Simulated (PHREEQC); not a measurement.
PHREEQC input (ion-association model, wateq4f.dat):

```
SOLUTION 1
  temp 20
  units mmol/kgw
  pH 7 charge
  F 6.84
  Cs 0.04
  Si 0.43
SOLUTION 2
  temp 20
  units mmol/kgw
  pH 7 charge
  S(-2) 23
  Na 46
END
SELECTED_OUTPUT 1
  -reset false
  -pH true
  -pe true
  -ionic_strength true
  -water true
  -totals Cs F Na S Si S(-2) S(6)
  -molalities H+ Cs+ F- Na+ SO4-2 H4SiO4 H3SiO4- H2SiO4-2 NaSO4- HSO4-
    H2S HS- S-2 O2 OH- SiF6-2 HF HF2- H2F2 NaF
  -equilibrium_phases Chalcedony
PRINT
  -reset false
MIX 1
  1 1
  2 0
EQUILIBRIUM_PHASES 1
  Chalcedony 0 0
END
# ... the last block is repeated for the other 20 points of share of solution B
```

Selected output (columns that matter, 10 of 21 rows; share of solution B added in front):

```
share of solution B	pH	mu	Cs	F	Na	S	Si	m_H+	m_Cs+	m_F-	m_Na+	m_H4SiO4	m_H3SiO4-	Chalcedony
0	2.7154	0.002491	4e-05	0.00684	0	0	0.00043	0.0020257	4e-05	0.0012019	0	4.7557e-06	3.215e-13	0
0.1	4.0021	0.0049485	3.5999e-05	0.0061559	0.0045999	0.0023	0.00038699	0.0001065	3.5999e-05	0.0042901	0.0045902	0.0001712	2.2871e-10	0
0.2	7.6153	0.0092081	3.1999e-05	0.0054718	0.0091996	0.0045998	0.00024595	2.6458e-08	3.1999e-05	0.0054481	0.0091761	0.00024457	1.375e-06	9.8041e-05
0.35	11.587	0.016465	2.5999e-05	0.0044458	0.016099	0.0080497	0.00027949	2.8866e-12	2.5999e-05	0.0044143	0.016068	4.9273e-06	0.00026737	0
0.45	11.846	0.021552	2.1999e-05	0.0037619	0.020699	0.01035	0.00023649	1.6053e-12	2.1999e-05	0.0037288	0.020666	2.2226e-06	0.00022292	0
0.55	11.997	0.02677	1.8e-05	0.0030779	0.0253	0.01265	0.0001935	1.1445e-12	1.8e-05	0.0030458	0.025267	1.2416e-06	0.00017891	0
0.65	12.102	0.032102	1.4e-05	0.002394	0.0299	0.01495	0.0001505	9.0603e-13	1.4e-05	0.0023652	0.029871	7.3365e-07	0.00013641	0
0.8	12.215	0.040285	8e-06	0.001368	0.0368	0.0184	8.6e-05	7.0571e-13	8e-06	0.0013484	0.03678	3.0822e-07	7.5683e-05	0
0.9	12.273	0.045847	4e-06	0.000684	0.0414	0.0207	4.3e-05	6.2168e-13	4e-06	0.00067322	0.041389	1.3096e-07	3.7127e-05	0
1	12.321	0.051483	0	0	0.046	0.023	0	5.5913e-13	0	0	0.046	0	0	0
```

Chalcedony forms slowly in practice; the run takes equilibrium as reached. Species that the database lacks are ignored. The polysulfide entries of wateq4f.dat were taken out for this run. With this much S-2 the pH rests on the database's HS-/S-2 constant; if that pK is higher, the solution is more alkaline. SiF6-2 is the database's only silicon fluoride. The database's pK near 12.9 for HS-/S-2 is now thought far too low, so its S-2 is overstated.
